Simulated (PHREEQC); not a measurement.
Consider water at 20 °C with 0.12 mol HF, 0.00017 mol KF and 0.0001 mol (NH4)2SiF6 per kg of water. Closed to the air; pH follows from the charge balance.

All values are PHREEQC results (ion-association model, phreeqc.dat), not measurements.

```tsv
quantity	before	after
pH	1.99	2.20
ionic strength (mol/kgw)	0.0119	0.00744
HF (mol/kgw)	0.105	0.111
F- (mol/kgw)	0.00833	0.00482
HF2- (mol/kgw)	0.00323	0.00232
SI of Quartz (SiO2)	-9.81	-6.34
```

Q: Name the change that produced these shifts.
A. HF from 0.12 to 0.06 mol/kgw
B. temperature from 20 to 75 °C
C. KF replaced by K3PO4 at the same molality
D. HF left out
E. KF left out

A: B, temperature from 20 to 75 °C

This is a speciation only: nothing precipitates in the calculation. At this temperature some constants are extrapolated from 25 °C, and those without enthalpy data are left unchanged. SiF6-2 is the database's only silicon fluoride.
